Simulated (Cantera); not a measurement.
Cantera run:

```python
import numpy as np
import cantera as ct

gas_names = """
    CL CL2 H HCL H2 Si SiCL SiCL2 SiCL3 SiCL4 SiH SiHCL3 SiH2 SiH2CL2 SiH3 SiH3CL SiH4 Si2 Si3
""".split()
cond_names = """
    Si(cr) Si(L)
""".split()


# ... load() reads the species with a 1 bar reference pressure and builds the phases ...
atoms = {
    'SiCl4': {'Si': 1, 'CL': 4},
    'Cl2': {'CL': 2},
    'H2': {'H': 2},
}
top_T = {}  # K; cautious upper limits of use, not melting points


# ... equilibrate(T, P, feed) seeds the gas with the atoms and calls Mixture.equilibrate('TP', solver="vcs", rtol=1e-11, max_steps=5000) ...
results = []
T = 798.15  # K
P = 100000  # Pa
for m in [0.47, 0.69, 1, 1.5, 2.2, 3.2, 4.7, 7]:
    feed = {'SiCl4': 1, 'Cl2': 0.54, 'H2': m}  # mol
    mix = equilibrate(T, P, feed)
    results.append((T, P, feed, dict(zip(mix.species_names, mix.species_moles))))

top = {s: max(r[3][s] / sum(r[3][g] for g in gas_names) for r in results) for s in gas_names}
cols = sorted((s for s in top if top[s] > 1e-05), key=lambda s: -top[s])[:6]
seen = [c for c in cond_names if any(r[3].get(c, 0) > 1e-12 for r in results)]
print("log10 of partial pressures in bar; condensed amounts in mol")
print(f"{'n(H2)':>10s}" + "".join(f"{s[:9]:>10s}" for s in cols + seen))
for T, P, feed, n in results:
    ng = sum(n[g] for g in gas_names)
    print(f"{feed['H2']:10.4g}" + "".join(f"{np.log10(max(n[s] / ng * P / 1e5, 1e-99)):10.3f}" for s in cols)
          + "".join(f"{n.get(c, 0):10.4g}" for c in seen))
```

Result:

```
log10 of partial pressures in bar; condensed amounts in mol
     n(H2)        H2     SiCL4       HCL       CL2    SiHCL3
      0.47   -12.218    -0.303    -0.330    -1.458   -15.245
      0.69    -1.173    -0.348    -0.315   -12.473    -4.260
         1    -0.742    -0.405    -0.371   -13.016    -3.830
       1.5    -0.501    -0.483    -0.449   -13.413    -3.589
       2.2    -0.353    -0.573    -0.539   -13.740    -3.442
       3.2    -0.251    -0.677    -0.641   -14.047    -3.341
       4.7    -0.176    -0.797    -0.760   -14.360    -3.267
         7    -0.122    -0.934    -0.896   -14.686    -3.214
```

Method: chemical equilibrium by Gibbs-energy minimisation in Cantera with the NASA 1993 tables (ideal gas, pure condensed phases).
